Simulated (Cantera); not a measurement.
A closed system holds: 1 mol Si₃N₄, 4.5 mol Cl₂, 1.4 mol N₂, equilibrated at 0.0260 bar.

Equilibrium computed with Cantera from the NASA thermochemical tables; the gas is ideal and each condensed phase is pure. Candidate condensed phases: Si, Si₃N₄; 13 gas species. The tables' values for SiCl₃ are old estimates; treat these amounts as uncertain. Rates play no part. All values below are at 1075 K.

Base state: N₂ 0.563, SiCl₄ 0.436, SiCl₃ 0.000989, SiCl₂ 3.55e-5 (mole fractions); condensed: Si₃N₄(s).

Q: What changes in the equilibrium state with this change: Si₃N₄ replaced by AlN?

A: 
```
species          before    after
-------------  --------  -------
Cl₂               <1e-9    0.505
N₂                0.563    0.321
AlCl₃                 0    0.169
SiCl₄             0.436        0
SiCl₃          0.000989        0
Cl              1.19e-7  0.00486
SiCl₂           3.55e-5        0
Al₂Cl₆                0  2.83e-5
Si₃N₄(s), mol     0.250        0
```
Further candidate phases: Al, AlCl₃, AlN.
